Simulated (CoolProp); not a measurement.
R1336mzz(Z) along the isotherm 500 K: fugacity coefficient from the reference equation and from simpler models built on Tc = 444.5 K, pc = 2.904 MPa, ω = 0.386; each cubic takes its own stable root.

Values from CoolProp's reference Helmholtz-energy equation of state, McLinden 2020.

```csv
p (MPa),phase,reference,van der Waals,Redlich-Kwong,Soave-Redlich-Kwong,Peng-Robinson
0.396,gas,0.9690,0.9698,[?],0.9704,0.9660
0.792,gas,0.9385,0.9398,0.9352,0.9414,0.9329
1.19,gas,0.9084,0.9098,[?],0.9127,0.9005
1.58,gas,0.8792,0.8805,0.8728,0.8851,0.8696
1.98,gas,0.8498,0.8506,[?],0.8573,0.8387
2.38,gas,0.8208,0.8206,0.8114,0.8300,[?]
2.77,gas,0.7931,0.7913,[?],[?],0.7803
3.17,supercritical,0.7650,0.7610,0.7523,0.7776,0.7519
3.56,supercritical,0.7382,0.7311,[?],0.7525,0.7252
3.96,supercritical,0.7112,0.7001,0.6949,0.7274,0.6986
4.36,supercritical,0.6848,0.6689,0.6667,0.7030,[?]
```

Question: Complete the blanks.

Answer: 
- 0.396, Redlich-Kwong: 0.9673
- 1.19, Redlich-Kwong: 0.9035
- 1.98, Redlich-Kwong: 0.8419
- 2.38, Peng-Robinson: 0.8087
- 2.77, Redlich-Kwong: 0.7820
- 2.77, Soave-Redlich-Kwong: 0.8038
- 3.56, Redlich-Kwong: 0.7238
- 4.36, Peng-Robinson: 0.6731
